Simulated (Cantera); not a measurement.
**Boron, boron nitride and boron oxide: B₂O₃ + H₂O + N₂**

Input: 1 mol B₂O₃, 2.5 mol H₂O, 0.97 mol N₂, at 480 Pa.

Equilibrium computed with Cantera from the NASA thermochemical tables; the gas is ideal and each condensed phase is pure. Candidate condensed phases: B, BN, B₂O₃, B₃O₃H₃, H₂O; 39 gas species. Gases not in the tables: H₃BO₃. Kinetics and transport are ignored.

| T (K) | x H₂O | x HBO₂ | x N₂ | x H₂ | x B₂O₃ | x H | x BO₂ | x OH | x O₂ | x O | n B₂O₃(l) |
|---|---|---|---|---|---|---|---|---|---|---|---|
| 823 | 0.717 | 3.37e-6 | 0.280 | 1.67e-8 | <1e-12 | <1e-12 | <1e-12 | 2.46e-10 | 8.14e-9 | <1e-12 | 0.983 |
| 973 | 0.719 | 0.000179 | 0.280 | 6.90e-7 | 1.85e-10 | 1.30e-11 | 8.10e-12 | 2.41e-8 | 3.30e-7 | <1e-12 | 0.993 |
| 1123 | 0.717 | 0.00313 | 0.279 | 1.06e-5 | 1.29e-7 | 2.01e-9 | 3.94e-9 | 6.95e-7 | 5.00e-6 | 1.42e-10 | 0.991 |
| 1273 | 0.697 | 0.0266 | 0.276 | 8.56e-5 | 1.81e-5 | 9.52e-8 | 4.31e-7 | 8.94e-6 | 3.91e-5 | 9.71e-9 | 0.951 |
| 1423 | 0.605 | 0.132 | 0.261 | 0.000415 | 0.000855 | 1.95e-6 | 1.68e-5 | 6.18e-5 | 0.000181 | 2.62e-7 | 0.750 |
| 1573 | 0.368 | 0.392 | 0.219 | 0.00120 | 0.0187 | 2.03e-5 | 0.000295 | 0.000225 | 0.000452 | 3.21e-6 | 0.0484 |
| 1723 | 0.358 | 0.391 | 0.216 | 0.00366 | 0.0269 | 0.000159 | 0.00114 | 0.000854 | 0.00130 | 2.95e-5 | 0 |
| 1873 | 0.357 | 0.375 | 0.215 | 0.00943 | 0.0331 | 0.000905 | 0.00338 | 0.00266 | 0.00320 | 0.000193 | 0 |
| 2023 | 0.347 | 0.353 | 0.213 | 0.0207 | 0.0389 | 0.00395 | 0.00844 | 0.00687 | 0.00683 | 0.000950 | 0 |
| 2173 | 0.321 | 0.322 | 0.207 | 0.0394 | 0.0434 | 0.0138 | 0.0182 | 0.0151 | 0.0128 | 0.00371 | 0 |
| 2323 | 0.273 | 0.276 | 0.196 | 0.0641 | 0.0452 | 0.0398 | 0.0342 | 0.0282 | 0.0212 | 0.0119 | 0 |
x: gas mole fraction; n: condensed amount in mol.

From 823 K to 1573 K the condensed part is B₂O₃(l). From 1723 K to 2323 K nothing is condensed.
